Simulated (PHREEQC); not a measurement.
Solution (20 °C): 0.0001 mol/kgw PbCl2 and 0.0087 mol/kgw NaNO3. Closed to the air; pH follows from the charge balance.

Equilibrium calculation in PHREEQC: ion-association model, wateq4f.dat.

### Question
The ionic strength comes out as 0.00898 mol/kgw. What activity coefficients do Na+, Cl-, Pb+2, PbOH+, NO3- get?

### Answer
Na+ 0.91, Cl- 0.91, Pb+2 0.68, PbOH+ 0.91, NO3- 0.90.

Precipitation was switched off in this run.
